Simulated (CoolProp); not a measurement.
The fluoroketone C6F12O (FK-5-1-12) at several states: density (kg/m³) from the reference equation and from simpler models built on Tc = 168.7 °C, pc = 1.869 MPa, ω = 0.471; each cubic takes its own stable root.

Values from CoolProp's reference Helmholtz-energy equation of state, McLinden 2015.

```tsv
T (°C)	p (MPa)	phase	reference
-66.95	2.34	liquid	1863
-31.45	0.155	liquid	1763
-22.35	0.0506	liquid	1738
75.25	0.403	liquid	1438
146.15	0.172	gas	16.24
10.45	0.201	liquid	1646
```

How far does each simpler model (van der Waals, Redlich-Kwong, Soave-Redlich-Kwong, Peng-Robinson) lie from the reference over these 6 states: mean and median of the absolute difference, and the worst?


- van der Waals: mean 63.1 %, median 69.2 %, worst -99.5 % at -22.35 °C and 0.0506 MPa
- Redlich-Kwong: mean 25.4 %, median 13.9 %, worst -96.3 % at 75.25 °C and 0.403 MPa
- Soave-Redlich-Kwong: mean 7.9 %, median 9.3 %, worst -10.6 % at -66.95 °C and 2.34 MPa
- Peng-Robinson: mean 1.7 %, median 2.0 %, worst +3.0 % at 10.45 °C and 0.201 MPa

At some of these states van der Waals, Redlich-Kwong gives the other phase, because its saturation line lies elsewhere.
